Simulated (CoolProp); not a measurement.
Values from CoolProp's reference Helmholtz-energy equation of state, Aleksandrov 2011. It is a short technical equation, of lower accuracy than the large ones.

Task: Give the vapour pressure (bar), liquid density (kg/m³), vapour density (kg/m³), enthalpy of vaporisation (kJ/kg) of saturated n-undecane at 235.35 °C.

Result: 
```json
[
 {"T (°C)": "235.35", "p (bar)": "2.44", "liquid density (kg/m³)": "561", "vapour density (kg/m³)": "10.3", "enthalpy of vaporisation (kJ/kg)": "238"}
]
```
